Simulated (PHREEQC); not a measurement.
PHREEQC input (ion-association model, wateq4f.dat):

```
SOLUTION_MASTER_SPECIES
  An  An-  0  An  62.0  # stands for a non-complexing anion
SOLUTION_SPECIES
  An- = An-
    -log_k 0
    -gamma 3.0 0
PHASES
  Fix_H+
    H+ = H+
    -log_k 0
SOLUTION 1
  temp 25
  units mmol/kgw
  pH 7 charge
  S(6) 0.0011
  Cu(2) 0.0011
  Na 100
  An 100
END
SELECTED_OUTPUT 1
  -reset false
  -pH true
  -pe true
  -ionic_strength true
  -water true
  -totals Cu Na S Cu(1) Cu(2) S(-2) S(6)
  -molalities Hfo_wOH Hfo_wOH2+ Hfo_wO- Hfo_sOH Hfo_sOH2+ Hfo_sO- Hfo_sOCu+ Hfo_wOCu+ Hfo_wSO4- Hfo_wOHSO4-2
  -saturation_indices Cu(OH)2 Brochantite Antlerite Mirabilite Chalcanthite
USER_PUNCH 1
  -headings sigma psi
  10 PUNCH EDL("sigma", "Hfo"), EDL("psi", "Hfo")
PRINT
  -reset false
USE solution 1
SURFACE 1
  Hfo_wOH 0.000314607 600 0.14
  Hfo_sOH 7.86517e-06
EQUILIBRIUM_PHASES 1
  Fix_H+ -4 HAn 10
    -force_equality true
  O2(g) -0.68 10
END
# ... the last block is repeated for the other 16 points of pH, with NaOH or the acid as the point needs
```

Selected output (columns that matter, 17 of 17 rows; pH added in front):

```
pH	mu	Cu	Na	S	m_Hfo_wOH	m_Hfo_wOH2+	m_Hfo_wO-	si_Cu(OH)2	si_Brochantite	si_Antlerite	si_Mirabilite	si_Chalcanthite	sigma	psi
4	0.10026	1.0858e-06	0.1	3.5264e-08	4.1348e-05	0.00027205	1.4397e-07	-7.005	-24.754	-19.339	-9.0711	-11.687	0.31868	0.14622
4.5	0.10016	9.9043e-07	0.1	5.8985e-08	8.0856e-05	0.00023205	6.4542e-07	-6.0448	-21.689	-17.234	-8.8463	-11.502	0.27085	0.13796
5	0.10011	5.9491e-07	0.1	1.268e-07	0.00012703	0.00018451	2.0037e-06	-5.2663	-19.242	-15.566	-8.5135	-11.39	0.21344	0.12588
5.5	0.10007	1.5352e-07	0.1	3.0671e-07	0.0001692	0.00013975	4.6928e-06	-4.8554	-18.215	-14.949	-8.1297	-11.596	0.15818	0.1108
6	0.10005	2.4119e-08	0.1	6.4411e-07	0.00020146	0.0001035	8.9831e-06	-4.6638	-18.126	-15.052	-7.8073	-12.082	0.11129	0.093421
6.5	0.10003	3.5911e-09	0.1	9.4737e-07	0.00022256	7.6939e-05	1.4748e-05	-4.5257	-18.406	-15.47	-7.6397	-12.776	0.073961	0.074022
7	0.10002	8.0099e-10	0.1	1.067e-06	0.00023422	5.8756e-05	2.139e-05	-4.4072	-18.88	-16.063	-7.5881	-13.606	0.045067	0.052683
7.5	0.10001	5.0424e-10	0.1	1.0944e-06	0.00023961	4.6508e-05	2.8279e-05	-4.3055	-19.463	-16.747	-7.577	-14.493	0.022655	0.029695
8	0.1	5.5348e-10	0.1	1.0991e-06	0.00024131	3.775e-05	3.5338e-05	-4.2149	-20.098	-17.473	-7.5751	-15.401	0.0040941	0.0056588
8.5	0.10001	6.7293e-10	0.10002	1.0999e-06	0.00024049	3.0575e-05	4.3334e-05	-4.1234	-20.732	-18.199	-7.5747	-16.309	-0.013719	-0.018591
9	0.10003	8.6104e-10	0.10004	1.1e-06	0.00023671	2.3833e-05	5.3859e-05	-4.0153	-21.3	-18.874	-7.5745	-17.201	-0.033994	-0.042176
9.5	0.10007	1.1898e-09	0.1001	1.1e-06	0.00022804	1.7235e-05	6.9123e-05	-3.8747	-21.737	-19.452	-7.5742	-18.06	-0.059666	-0.064385
10	0.10017	1.8309e-09	0.10021	1.1e-06	0.0002116	1.1197e-05	9.1606e-05	-3.6877	-21.989	-19.892	-7.5734	-18.874	-0.093155	-0.084805
10.5	0.10048	3.2374e-09	0.10053	1.1e-06	0.00018469	6.3336e-06	0.00012338	-3.4409	-22.003	-20.152	-7.5715	-19.627	-0.13617	-0.10324
11	0.1014	6.8946e-09	0.10148	1.1e-06	0.00014646	2.979e-06	0.00016496	-3.1149	-21.7	-20.175	-7.5659	-20.303	-0.18895	-0.1194
11.5	0.10427	1.9329e-08	0.10438	1.1e-06	9.9827e-05	1.0693e-06	0.00021351	-2.6755	-20.948	-19.863	-7.549	-20.869	-0.24822	-0.1325
12	0.1134	8.3564e-08	0.11353	1.1e-06	5.3329e-05	2.4978e-07	0.00026084	-2.0734	-19.556	-19.072	-7.4991	-21.284	-0.30488	-0.14083
```

Complexes and solids missing from the database can't appear. The database's constant for dissolved Cu(OH)2 is higher than later reviews accept.
